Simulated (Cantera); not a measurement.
Mixture: 10.1 % CH4, 18.9 % O2, 71.0 % N2, equivalence ratio 1.1, at 5.00 bar, adiabatic and at constant volume. Ignition delay is the time to a rise of 400 K.

Model: GRI-Mech 3.0 (53 species, 325 reactions), integrated in Cantera.

Question: Predict: delay at 1223 K; delay at 1298 K; delay at 1373 K; delay at 1448 K; delay at 1523 K; delay at 1598 K; apparent activation energy between 1448 and 1598 K.

Answer: 
| Quantity | Result |
|---|---|
| delay at 1223 K | 7.30 ms |
| delay at 1298 K | 2.90 ms |
| delay at 1373 K | 1.22 ms |
| delay at 1448 K | 0.545 ms |
| delay at 1523 K | 0.256 ms |
| delay at 1598 K | 0.127 ms |
| apparent activation energy between 1448 and 1598 K | 190 kJ/mol |
